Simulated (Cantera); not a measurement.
Input: 1 mol Fe(CO)5, 0.5 mol H2, 1.8 mol N2, held at 1325 K and 280000 Pa.

Cantera equilibrium calculation (NASA polynomials, part measured and part estimated; ideal gas, pure solids and liquids). Candidate condensed phases: C, C6H6, C7H8, C8H18, Fe, Fe(CO)5, FeO, Fe(OH)2, Fe(OH)3, Fe2O3, Fe3O4, H2O; 140 gas species. Condensed phases not in the tables: cementite and carbon dissolved in iron. Rates play no part.

Base state: CO 0.678, N2 0.248, H2 0.0678, CO2 0.00497, H2O 0.000926, CH4 8.64e-5, HCN 3.38e-5 (mole fractions); condensed: C(graphite) + Fe(γ).

Q: What changes in the equilibrium state with this change: temperature from 1325 K to 1173.15 K?

A: 
| species | before | after |
|---|---|---|
| CO | 0.678 | 0.642 |
| N2 | 0.248 | 0.256 |
| H2 | 0.0678 | 0.0663 |
| CO2 | 0.00497 | 0.0321 |
| HCN | 3.38e-5 | 7.15e-6 |
| H2O | 0.000926 | 0.00422 |
| CH4 | 8.64e-5 | 0.000239 |
| C(graphite), mol | 0.0419 | 0.254 |
| Fe(γ), mol | 1.00 | 0 |
| Fe(α), mol | 0 | 1.00 |

Q: What changes in the equilibrium state with this change: pressure from 280000 Pa to 400 Pa?

A: 
| species | before | after |
|---|---|---|
| CO | 0.678 | 0.685 |
| N2 | 0.248 | 0.247 |
| H2 | 0.0678 | 0.0685 |
| CO2 | 0.00497 | 1.45e-5 |
| CH4 | 8.64e-5 | 6.30e-8 |
| H2O | 0.000926 | 2.70e-6 |
| C(graphite), mol | 0.0419 | 0 |
| Fe(γ), mol | 1.00 | 1.000 |

Q: What changes in the equilibrium state with this change: pressure from 280000 Pa to 1000 Pa?

A: 
| species | before | after |
|---|---|---|
| CO | 0.678 | 0.685 |
| N2 | 0.248 | 0.247 |
| H2 | 0.0678 | 0.0685 |
| CO2 | 0.00497 | 2.30e-5 |
| CH4 | 8.64e-5 | 2.48e-7 |
| H2O | 0.000926 | 4.28e-6 |
| C(graphite), mol | 0.0419 | 0 |
| Fe(γ), mol | 1.00 | 1.000 |
